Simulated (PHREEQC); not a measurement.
1 kg of water holding 78 mmol/kgw NaCl, 12 mmol/kgw MgCl2 and 50 mmol/kgw CaCl2 is evaporated at 25 °C; the solids stay in contact with the brine. The system is closed to CO2. The run lets Bischofite, Brucite, Halite, Portlandite, MgCl2_4H2O precipitate or redissolve, and no other solid.

The series has 24 steps of water left (kg), from 1 to 0.01099.

The numbers come from PHREEQC with the Pitzer model, pitzer.dat.

Q: Which solids form, in which order, and at which step of the series does each first stand?

A: Halite from water left = 0.02407 kg.

Species that the database lacks are ignored.
